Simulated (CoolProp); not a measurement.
The numbers come from the reference Helmholtz-energy equation of state, de Reuck 1990 in CoolProp.

Q: Give the vapour pressure (bar), liquid density (kg/m³), vapour density (kg/m³), enthalpy of vaporisation (kJ/kg) of saturated fluorine at -161.75, -150.95 °C.

A: 
| T (°C) | p (bar) | liquid density (kg/m³) | vapour density (kg/m³) | enthalpy of vaporisation (kJ/kg) |
|---|---|---|---|---|
| -161.75 | 9.75 | 1290 | 47.4 | 143 |
| -150.95 | 18.4 | 1180 | 91.2 | 123 |
